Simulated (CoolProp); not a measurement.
Vapour-liquid equilibrium of isohexane (1) + n-hexane (2) at -30.65 °C; x and y are mole fractions of (1).

Computed with CoolProp (multi-fluid Helmholtz-energy mixture model, Lemmon 2006 and Thol 2019; pair parameters Bell 2016).

| x | bubble pressure (MPa) | y at the bubble point | dew pressure at overall composition x (MPa) | liquid density (mol/L) |
|---|---|---|---|---|
| 0.05 | 0.0009423 | 0.082 | 0.0009296 | 8.162 |
| 0.2 | 0.001036 | 0.296 | 0.0009919 | 8.151 |
| 0.35 | 0.001127 | 0.473 | 0.001063 | 8.141 |
| 0.5 | 0.001215 | 0.621 | 0.001143 | 8.130 |
| 0.65 | 0.001299 | 0.749 | 0.001233 | 8.120 |
| 0.8 | 0.001380 | 0.863 | 0.001335 | 8.110 |
| 0.95 | 0.001458 | 0.967 | 0.001445 | 8.101 |

No azeotrope shows between x = 0.05 and 0.95.

Pair parameters are fitted to limited data, so mixtures are less certain than the pure fluids.
